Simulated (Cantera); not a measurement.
Feed: 1 mol AlI3, 0.64 mol N2, 13 mol H2, 6.4 mol O2, held at 1148.15 K and 97.5 Torr.

These are equilibrium values from Cantera (NASA tables, ideal gas, pure condensed phases), not measurements of a reactor. Candidate condensed phases: Al, AlI3, AlN, Al2O3, H2O, I2; 41 gas species. Kinetics and transport are ignored.

Base state: H2O 0.726, HI 0.116, I 0.0540, H2 0.0511, N2 0.0411, I2 0.0113 (mole fractions); condensed: Al2O3(s).

Question: What changes in the equilibrium state with this change: AlI3 replaced by Al?

Answer: 
| species | before | after |
|---|---|---|
| H2O | 0.726 | 0.828 |
| H2 | 0.0511 | 0.125 |
| N2 | 0.0411 | 0.0469 |
| HI | 0.116 | 0 |
| I | 0.0540 | 0 |
| I2 | 0.0113 | 0 |
| Al2O3(s), mol | 0.500 | 0.500 |
